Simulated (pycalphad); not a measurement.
An equivalent pycalphad script:

```python
from pycalphad import Database, equilibrium, calculate, variables as v
import numpy as np
db = Database('COST507.tdb')
comps = ['SI', 'CU', 'VA']
phases = ['BCC_A2', 'CU19SI6_ETA', 'CU33SI7_DELTA', 'CU4SI_EPSILON', 'CU56SI11_GAMMA', 'DIAMOND_A4', 'FCC_A1', 'HCP_A3', 'LIQUID']
eq = equilibrium(db, comps, phases, {v.X('CU'): 0.15, v.T: np.arange(2350, 499, -40), v.P: 101325, v.N: 1}, output=['HM', 'SM'])
```

All values are pycalphad results on the COST 507 light-alloy database (1999) (1 atm), not direct measurements. The database dates from 1999; later assessments differ in places, in temperatures and in the compounds included. Phase fractions are per mole of atoms. Diffusion is slow at the low end, where real alloys seldom reach equilibrium.

Results at three of the temperatures:

```
T = 1910.00 K, P = 101325 Pa, N = 1 mol of atoms
G = -102528 J/mol, H = 84860 J/mol, S = 98.11 J/(mol K)  (SER reference)
chemical potentials (J/mol): Si -92082, Cu -161724
phase             fraction      x(Si)      x(Cu)
LIQUID              1.0000     0.8500     0.1500
```

```
T = 1870.00 K, P = 101325 Pa, N = 1 mol of atoms
G = -98615 J/mol, H = 83747 J/mol, S = 97.52 J/(mol K)  (SER reference)
chemical potentials (J/mol): Si -88237, Cu -157429
phase             fraction      x(Si)      x(Cu)
LIQUID              1.0000     0.8500     0.1500
```

```
T = 1390.00 K, P = 101325 Pa, N = 1 mol of atoms
G = -56759 J/mol, H = 36716 J/mol, S = 67.25 J/(mol K)  (SER reference)
chemical potentials (J/mol): Si -50658, Cu -91331
phase             fraction      x(Si)      x(Cu)
DIAMOND_A4          0.6594     1.0000       none
LIQUID              0.3406     0.5596     0.4404
```

Changes of the phase set, refined by bisection:

```csv
T (K),phases above,phases below
1599.4,liquid,diamond (Si) + liquid
1073.6,diamond (Si) + liquid,CU19SI6_ETA + diamond (Si)
```

Database names, with the compositions (at.%) that they take in these runs: CU19SI6_ETA: Cu 76 Si 24. DIAMOND_A4 is diamond (Si). An entry "none" or "no" means that the model of the phase leaves that element out. The hcp model here describes the intermediate κ phase of Cu-Si.
